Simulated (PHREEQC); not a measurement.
**Alkaline etch or developer: speciation**

Dissolve 0.033 mol/kgw CsOH and 0.29 mol/kgw K3PO4 at 21 °C. Closed to the air; pH follows from the charge balance.

Equilibrium calculation in PHREEQC: ion-association model, wateq4f.dat.

This is a speciation only: nothing precipitates in the calculation.

Task: What pH, ionic strength, activity of water does the model give?

Result: pH 12.59; ionic strength 1.73 mol/kgw; activity of water 0.979.

Task: In which forms is P present?

Result: PO4-3 94 %, HPO4-2 5.1 %, KHPO4- 1.1 % of the P.

Ionic strength above about 0.7 mol/kgw puts this run outside the model's range. Complexes and solids missing from the database can't appear. H3PO4, which wateq4f.dat lacks, is added to it with the constant of phreeqc.dat.
